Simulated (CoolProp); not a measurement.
Model: reference Helmholtz-energy equation of state, Penoncello 2003, in CoolProp.

Give the vapour pressure (bar), surface tension (mN/m), liquid viscosity (µPa s), vapour viscosity (µPa s) of saturated CHF3 (R23) at 155 K.


```
T (K)  p (bar)  surface tension (mN/m)  liquid viscosity (µPa s)  vapour viscosity (µPa s)
-----  -------  ----------------------  ------------------------  ------------------------
155     0.0702                    23.8                       620                      7.47
```

Viscosity comes from a separate model (Shan 2000). Surface tension comes from a separate correlation (Mulero 2012).
